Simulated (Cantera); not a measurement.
Input: 1 mol V, 0.98 mol O2, 82 mol H2, at 4.00 bar.

These are equilibrium values from Cantera (NASA tables, ideal gas, pure condensed phases), not measurements of a reactor. Candidate condensed phases: H2O, V, VO, V2O3, V2O4, V2O5; 12 gas species. Condensed phases not in the tables: the oxides between V2O3 and V2O5 other than VO2. The numbers say what is thermodynamically allowed, not how fast it happens. All values below are at 1473 K.

Base state: H2 0.994, H2O 0.00561 (mole fractions); condensed: V2O3(s).

Task: What changes in the equilibrium state with this change: V replaced by Cr?

Result: 
```
species         before    after
-------------  -------  -------
H2               0.994    0.994
H2O            0.00561  0.00561
V2O3(s), mol     0.500        0
Cr2O3(s), mol        0    0.500
```
Further candidate phases: Cr, Cr2O3.
